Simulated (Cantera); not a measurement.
## Equilibrium for iron carbonyl, mercury and lead vapours: Pb + H2

A closed system holds: 1 mol Pb, 1.8 mol H2, held at 1.80 bar.

Method: chemical equilibrium by Gibbs-energy minimisation in Cantera with the NASA 1993 tables (ideal gas, pure condensed phases). Candidate condensed phases: Pb; 4 gas species. The numbers say what is thermodynamically allowed, not how fast it happens.

From 498 K to 573 K the condensed part is Pb(s). From 648 K to 1473 K the condensed part is Pb(l).

| T (K) | x H2 | x Pb | x H | x Pb2 | n Pb(s) | n Pb(l) |
|---|---|---|---|---|---|---|
| 498 | 1.00 | <1e-12 | <1e-12 | <1e-12 | 1.00 | 0 |
| 573 | 1.00 | <1e-12 | <1e-12 | <1e-12 | 1.00 | 0 |
| 648 | 1.00 | 4.67e-11 | <1e-12 | <1e-12 | 0 | 1.00 |
| 723 | 1.00 | 1.72e-9 | <1e-12 | <1e-12 | 0 | 1.00 |
| 798 | 1.00 | 3.18e-8 | 1.99e-12 | <1e-12 | 0 | 1.00 |
| 873 | 1.00 | 3.53e-7 | 3.49e-11 | <1e-12 | 0 | 1.000 |
| 948 | 1.000 | 2.66e-6 | 3.91e-10 | 3.68e-12 | 0 | 1.000 |
| 1023 | 1.000 | 1.48e-5 | 3.09e-9 | 6.53e-11 | 0 | 1.000 |
| 1098 | 1.000 | 6.49e-5 | 1.84e-8 | 7.72e-10 | 0 | 1.000 |
| 1173 | 1.000 | 0.000234 | 8.79e-8 | 6.59e-9 | 0 | 1.000 |
| 1248 | 0.999 | 0.000722 | 3.48e-7 | 4.31e-8 | 0 | 0.999 |
| 1323 | 0.998 | 0.00195 | 1.18e-6 | 2.26e-7 | 0 | 0.996 |
| 1398 | 0.995 | 0.00473 | 3.52e-6 | 9.86e-7 | 0 | 0.991 |
| 1473 | 0.990 | 0.0105 | 9.38e-6 | 3.68e-6 | 0 | 0.981 |
x: gas mole fraction; n: condensed amount in mol.
